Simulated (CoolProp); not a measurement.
Saturation properties of carbon monoxide.

Model: reference Helmholtz-energy equation of state, Lemmon 2006, in CoolProp. It is a short technical equation, of lower accuracy than the large ones.

```json
[
 {"T (K)": "87", "p (kPa)": "179.1", "enthalpy of vaporisation (kJ/kg)": "206.9", "vapour Z": "0.9381"},
 {"T (K)": "89.9", "p (kPa)": "236.3", "enthalpy of vaporisation (kJ/kg)": "202.4", "vapour Z": "0.9248"},
 {"T (K)": "92.9", "p (kPa)": "308.9", "enthalpy of vaporisation (kJ/kg)": "197.4", "vapour Z": "0.9092"},
 {"T (K)": "95.8", "p (kPa)": "[?]", "enthalpy of vaporisation (kJ/kg)": "192.3", "vapour Z": "0.8924"},
 {"T (K)": "98.7", "p (kPa)": "[?]", "enthalpy of vaporisation (kJ/kg)": "186.8", "vapour Z": "0.8738"},
 {"T (K)": "101.6", "p (kPa)": "611.6", "enthalpy of vaporisation (kJ/kg)": "180.9", "vapour Z": "[?]"},
 {"T (K)": "104.5", "p (kPa)": "748.5", "enthalpy of vaporisation (kJ/kg)": "174.6", "vapour Z": "[?]"},
 {"T (K)": "107.4", "p (kPa)": "906.2", "enthalpy of vaporisation (kJ/kg)": "[?]", "vapour Z": "0.8065"},
 {"T (K)": "110.3", "p (kPa)": "1086", "enthalpy of vaporisation (kJ/kg)": "160.3", "vapour Z": "0.7796"},
 {"T (K)": "113.2", "p (kPa)": "[?]", "enthalpy of vaporisation (kJ/kg)": "152.1", "vapour Z": "0.7503"},
 {"T (K)": "116.1", "p (kPa)": "1521", "enthalpy of vaporisation (kJ/kg)": "143.0", "vapour Z": "0.7179"}
]
```

Question: Complete the blanks.

Answer: 
- 95.8, p (kPa): 393.4
- 98.7, p (kPa): 493.8
- 101.6, vapour Z: 0.8534
- 104.5, vapour Z: 0.8310
- 107.4, enthalpy of vaporisation (kJ/kg): 167.8
- 113.2, p (kPa): 1291

It boils at 81.6 K under 1 atm.
